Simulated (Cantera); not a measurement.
Input (Python, Cantera) and output of one run.

```python
import numpy as np
import cantera as ct

gas_names = [...]  # 83 gases of nasa_gas.yaml made of C, H, S
cond_names = """
    C(gr) C6H6(L) C7H8(L) C8H18(L),n-octa S(cr1) S(cr2) S(L)
""".split()


# ... load() reads the species with a 1 bar reference pressure and builds the phases ...
atoms = {
    'CS2': {'C': 1, 'S': 2},
    'H2': {'H': 2},
}
top_T = {'C(gr)': 4500}  # K; cautious upper limits of use, not melting points


# ... equilibrate(T, P, feed) seeds the gas with the atoms and calls Mixture.equilibrate('TP', solver="vcs", rtol=1e-11, max_steps=5000) ...
results = []
feed = {'CS2': 1, 'H2': 0.21}  # mol
T = 1623  # K
P = 77  # Pa
mix = equilibrate(T, P, feed)
results.append((T, P, feed, dict(zip(mix.species_names, mix.species_moles))))
x = sorted(zip(gas.X, gas.species_names), reverse=True)
print(f"T = {T:g} K  P = {P:g} Pa  gas = {mix.phase_moles(0):.4g} mol")
print("   x: " + "  ".join(f"{s} {v:.3e}" for v, s in x if v > 0.0001))
print("   condensed (mol): " + ("  ".join(f"{mix.phase(i).name} {mix.phase_moles(i):.4g}"
      for i in range(1, mix.n_phases) if mix.phase_moles(i) > 1e-12) or "none"))
```

Result:

```
T = 1623 K  P = 77 Pa  gas = 1.256 mol
   x: CS2 6.263e-01  H2 1.615e-01  S2 1.282e-01  CS 7.399e-02  SH 3.659e-03  H2S 3.360e-03  S 1.966e-03  H 1.001e-03
   condensed (mol): C(gr) 0.1202
```

Cantera equilibrium calculation (NASA polynomials, part measured and part estimated; ideal gas, pure solids and liquids).
